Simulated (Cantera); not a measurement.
AlN + HCl + H2 (nitride etching)

Charge: 1 mol AlN, 3.5 mol HCl, 23 mol H2, at 58.0 mbar.

Cantera equilibrium calculation (NASA polynomials, part measured and part estimated; ideal gas, pure solids and liquids). Candidate condensed phases: Al, AlCl3, AlN, NH4Cl; 20 gas species. The tables' values for AlCl2 are old estimates; treat these amounts as uncertain. Equilibrium is a limit: real reactors are often held back by kinetics, nucleation or transport.

| T (K) | x H2 | x HCl | x AlCl3 | x AlCl | x N2 | n AlN(s) |
|---|---|---|---|---|---|---|
| 773 | 0.901 | 0.0669 | 0.0214 | <1e-12 | 0.0109 | 0.424 |
| 873 | 0.902 | 0.0634 | 0.0228 | 1.07e-11 | 0.0114 | 0.394 |
| 973 | 0.904 | 0.0606 | 0.0238 | 1.54e-9 | 0.0119 | 0.368 |
| 1073 | 0.905 | 0.0583 | 0.0246 | 8.60e-8 | 0.0123 | 0.348 |
| 1173 | 0.906 | 0.0564 | 0.0252 | 2.40e-6 | 0.0126 | 0.331 |
| 1273 | 0.906 | 0.0548 | 0.0256 | 3.92e-5 | 0.0129 | 0.315 |
| 1373 | 0.906 | 0.0534 | 0.0255 | 0.000418 | 0.0134 | 0.290 |
| 1473 | 0.904 | 0.0515 | 0.0237 | 0.00307 | 0.0148 | 0.210 |
| 1573 | 0.893 | 0.0511 | 0.0177 | 0.0131 | 0.0186 | 0 |
| 1673 | 0.879 | 0.0655 | 0.00989 | 0.0202 | 0.0184 | 0 |
x: gas mole fraction; n: condensed amount in mol.

From 773 K to 1473 K the condensed part is AlN(s). From 1573 K to 1673 K nothing is condensed. The main Al-bearing gas is AlCl3 at 773 K and AlCl at 1673 K.
